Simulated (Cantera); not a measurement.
# Adiabatic ignition

An adiabatic, constant-volume homogeneous reactor starts with CO : H2 : O2 : N2 = 1 : 0.32 : 0.93 : 3.5 (molar parts), equivalence ratio 0.71, at 1125 K and 0.400 bar.

Computed with Cantera and GRI-Mech 3.0 (53 species, 325 reactions).

```tsv
t (s)	T (K)	P (bar)	x CO	x H2	x O2	x NO2	x CO2
3.00e-6	1125	0.400	0.174	0.0557	0.162	<1e-12	4.80e-10
8.17e-6	1125	0.400	0.174	0.0557	0.162	<1e-12	1.43e-9
2.23e-5	1125	0.400	0.174	0.0557	0.162	<1e-12	5.48e-9
6.06e-5	1125	0.400	0.174	0.0557	0.162	<1e-12	6.91e-8
0.000165	1126	0.400	0.174	0.0553	0.162	<1e-12	8.84e-5
0.000450	2109	0.713	0.0763	0.00550	0.0779	1.29e-8	0.107
0.00122	2614	0.855	0.0515	0.00283	0.0700	5.71e-7	0.138
0.00334	2654	0.865	0.0477	0.00257	0.0662	2.79e-6	0.142
0.00909	2647	0.862	0.0473	0.00256	0.0632	5.13e-6	0.143
0.0247	2645	0.862	0.0472	0.00255	0.0625	5.69e-6	0.143
0.0674	2645	0.862	0.0472	0.00255	0.0625	5.70e-6	0.143
0.184	2645	0.862	0.0472	0.00255	0.0625	5.70e-6	0.143
0.500	2645	0.862	0.0472	0.00255	0.0625	5.70e-6	0.143
```
x: mole fraction; the columns are a selection and need not sum to one.

| Property | Value |
|---|---|
| time of steepest temperature rise | 0.256 ms |
| temperature at 0.500 s | 2645 K |
| equilibrium temperature | 2645 K |
| x(CO) at 0.500 s | 0.0472 (gas-phase equilibrium 0.0472) |
| x(H2) at 0.500 s | 0.00255 (gas-phase equilibrium 0.00255) |
| x(O2) at 0.500 s | 0.0625 (gas-phase equilibrium 0.0625) |
